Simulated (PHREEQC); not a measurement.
NH3 is added in steps, without added water, to 1 kg of water holding 0.1 mol HF and 0.035 mol KF, at 25 °C. Oxygen alone is held at its pressure in air (log pO2 = -0.68). The system is closed to CO2. Nothing may precipitate in this run.

Base run: PHREEQC, ion-association model, phreeqc.dat. Each further column changes one thing. The table gives HF (mol/kgw).

```csv
NH3 added (mol),base,Debye-Hückel limiting law,Davies equation for every ion,database wateq4f.dat,all activity coefficients set to 1
0,0.0876,0.0872,0.0874,0.0668,0.0885
0.05375,0.0352,0.0351,0.0350,0.0310,0.0353
0.1075,7.66e-7,6.96e-7,7.94e-7,8.42e-7,___
0.1613,9.39e-8,8.52e-8,9.73e-8,1.03e-7,___
0.215,5.00e-8,4.54e-8,5.18e-8,___,6.99e-8
0.2687,3.41e-8,3.09e-8,3.53e-8,___,___
0.3225,2.59e-8,2.35e-8,2.68e-8,2.84e-8,3.61e-8
0.3762,2.08e-8,1.89e-8,2.16e-8,2.29e-8,2.91e-8
0.43,1.74e-8,1.58e-8,1.81e-8,1.92e-8,2.44e-8
```

Problem. Fill in the missing entries.

Solution. 
- 0.1075, all activity coefficients set to 1: 1.07e-6
- 0.1613, all activity coefficients set to 1: 1.31e-7
- 0.215, database wateq4f.dat: 5.50e-8
- 0.2687, database wateq4f.dat: 3.75e-8
- 0.2687, all activity coefficients set to 1: 4.76e-8

 wateq4f.dat counts part of the HF as a dimer, H2F2, which phreeqc.dat doesn't know; its constant is uncertain. phreeqc.dat and wateq4f.dat share most of their constants, so their agreement is no independent check.
